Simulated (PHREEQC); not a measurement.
Dissolve 0.036 mol NaH2PO4, 0.019 mol HCl and 1.8e-05 mol H4SiO4 per kg of water at 20 °C. Closed to the air; pH follows from the charge balance.

Model: ion-association model, phreeqc.dat, run in PHREEQC.

```
quantity                  before   after
------------------------  ------  ------
pH                          2.30    1.77
ionic strength (mol/kgw)  0.0418  0.0190
SI of Quartz (SiO2)        -0.68   -0.69
```

Question: What was changed between the two runs?
(A) HCl from 0.019 to 0.0171 mol/kgw
(B) temperature from 20 to 55 °C
(C) temperature from 20 to 40 °C
(D) NaH2PO4 left out
(E) NaH2PO4 from 0.036 to 0.18 mol/kgw

Answer: D, NaH2PO4 left out

This is a speciation only: nothing precipitates in the calculation.
